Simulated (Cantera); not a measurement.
What does this Cantera script print?

```python
import numpy as np
import cantera as ct

gas = ct.Solution("gri30.yaml")
gas.TPX = 1200, 13332, {'N2O': 1, 'H2O': 0.026}
reactor = ct.IdealGasConstPressureReactor(gas, energy="off", clone=False)
net = ct.ReactorNet([reactor])
net.rtol, net.atol = 1e-08, 1e-18
show = ['N2O', 'H2O', 'H2', 'H2O2', 'NO2', 'H', 'O2']
times = np.geomspace(8e-05, 40, 15)

steps = ct.SolutionArray(gas, extra=["t"])
rows = []
print(f"{'t/s':>10s}{'T/K':>9s}{'P/Pa':>11s}" + "".join(f"{s:>11s}" for s in show))
for t in times:
    while net.time < t:
        t_next = net.step()
        steps.append(gas.state, t=t_next)
    rows.append([np.interp(t, steps.t, y) for y in (steps.T, steps.P, *steps(*show).X.T)])
    print(f"{t:10.3e}{rows[-1][0]:9.1f}{rows[-1][1]:11.4g}" + "".join(f"{x:11.3e}" for x in rows[-1][2:]))
rate = np.gradient(steps.T, steps.t)
print("integrator steps:", len(steps.t))
if steps.T.max() > steps.T[0] + 200:
    print(f"time of steepest temperature rise: {steps.t[rate.argmax()]:.4e} s")
gas.TPX = 1200, 13332, {'N2O': 1, 'H2O': 0.026}
gas.equilibrate("TP")
print(f"equilibrium (TP): T = {gas.T:.1f} K  " + "  ".join(f"{s} {gas[s].X[0]:.3e}" for s in show))
```

Result:

```
       t/s      T/K       P/Pa        N2O        H2O         H2       H2O2        NO2          H         O2
 8.000e-05   1200.0  1.333e+04  9.746e-01  2.534e-02  2.063e-13  1.986e-14  1.854e-13  1.131e-11  1.676e-06
 2.042e-04   1200.0  1.333e+04  9.746e-01  2.534e-02  4.419e-12  5.962e-13  4.756e-12  5.457e-11  6.263e-06
 5.215e-04   1200.0  1.333e+04  9.746e-01  2.534e-02  6.426e-11  1.520e-11  1.867e-10  1.636e-10  1.865e-05
 1.331e-03   1200.0  1.333e+04  9.745e-01  2.534e-02  7.013e-10  4.790e-10  7.872e-09  4.149e-10  5.034e-05
 3.399e-03   1200.0  1.333e+04  9.742e-01  2.533e-02  5.135e-09  1.455e-08  2.491e-07  8.961e-10  1.317e-04
 8.678e-03   1200.0  1.333e+04  9.735e-01  2.533e-02  2.262e-08  9.088e-08  3.902e-06  1.429e-09  3.423e-04
 2.216e-02   1200.0  1.333e+04  9.717e-01  2.531e-02  5.607e-08  6.747e-08  2.418e-05  1.667e-09  8.846e-04
 5.657e-02   1200.0  1.333e+04  9.671e-01  2.527e-02  7.436e-08  3.449e-08  8.918e-05  1.774e-09  2.264e-03
 1.444e-01   1200.0  1.333e+04  9.554e-01  2.517e-02  4.901e-08  1.725e-08  2.279e-04  1.748e-09  5.751e-03
 3.687e-01   1200.0  1.333e+04  9.267e-01  2.493e-02  2.991e-08  8.182e-09  3.941e-04  1.698e-09  1.443e-02
 9.414e-01   1200.0  1.333e+04  8.590e-01  2.435e-02  2.356e-08  4.719e-09  4.878e-04  1.743e-09  3.511e-02
 2.404e+00   1200.0  1.333e+04  7.140e-01  2.312e-02  2.211e-08  3.786e-09  4.686e-04  1.899e-09  7.954e-02
 6.137e+00   1200.0  1.333e+04  4.646e-01  2.099e-02  2.367e-08  3.318e-09  3.457e-04  2.221e-09  1.561e-01
 1.567e+01   1200.0  1.333e+04  1.823e-01  1.859e-02  2.617e-08  2.656e-09  1.975e-04  2.498e-09  2.431e-01
 4.000e+01   1200.0  1.333e+04  2.845e-02  1.728e-02  1.593e-08  1.320e-09  1.280e-04  1.120e-09  2.914e-01
integrator steps: 1425
equilibrium (TP): T = 1200.0 K  N2O 5.223e-09  H2O 1.704e-02  H2 1.043e-09  H2O2 8.529e-11  NO2 1.720e-06  H 1.757e-11  O2 3.275e-01
```

Model: GRI-Mech 3.0 (53 species, 325 reactions), integrated in Cantera. GRI-Mech 3.0 was tuned for natural gas; its chemistry of N2O as a main component is partial and can be far from experiment. The mechanism lacks the step 2 NO + O2 → 2 NO2, which can matter for NO2 below about 1400 K. The temperature is held fixed by assumption; the heat of reaction is taken as removed at once.
